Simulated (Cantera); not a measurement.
An isothermal, constant-pressure homogeneous reactor starts with 1.70 % H2, 70.7 % O2, 27.6 % N2, at 1100 K and 0.00484 atm.

Model: GRI-Mech 3.0 (53 species, 325 reactions), integrated in Cantera. Radical loss at walls, strong at low pressure, is not modelled.

x: mole fraction; the columns are a selection and need not sum to one.

| t (s) | x H2 | x O2 | x OH | x NO | x H2O | x N2O | x H2O2 |
|---|---|---|---|---|---|---|---|
| 6.00e-5 | 0.0170 | 0.707 | 3.16e-12 | <1e-12 | <1e-12 | <1e-12 | <1e-12 |
| 0.000350 | 0.0170 | 0.707 | 7.30e-11 | <1e-12 | 1.52e-11 | <1e-12 | <1e-12 |
| 0.00204 | 0.0170 | 0.707 | 1.22e-9 | <1e-12 | 1.46e-9 | <1e-12 | <1e-12 |
| 0.0119 | 0.0170 | 0.707 | ___ | <1e-12 | ___ | <1e-12 | 1.00e-11 |
| 0.0693 | 0.000150 | 0.694 | 0.000875 | 8.72e-9 | 0.0155 | 7.74e-10 | 1.11e-8 |
| 0.404 | 8.42e-5 | 0.699 | 0.000656 | 3.66e-8 | 0.0163 | 1.88e-9 | 1.15e-8 |
| 2.35 | ___ | 0.704 | ___ | 4.83e-8 | 0.0170 | ___ | ___ |
| 13.7 | 5.54e-7 | 0.705 | 5.40e-5 | 4.90e-8 | 0.0171 | 2.91e-9 | 3.31e-9 |
| 80.0 | 3.21e-8 | 0.705 | 1.31e-5 | 4.91e-8 | 0.0171 | 2.98e-9 | 4.82e-10 |

Question: Fill in the missing entries.

Answer: 
- 0.0119, x OH: 2.29e-6
- 0.0119, x H2O: 4.94e-6
- 2.35, x H2: 1.18e-5
- 2.35, x OH: 0.000247
- 2.35, x N2O: 2.51e-9
- 2.35, x H2O2: 9.70e-9
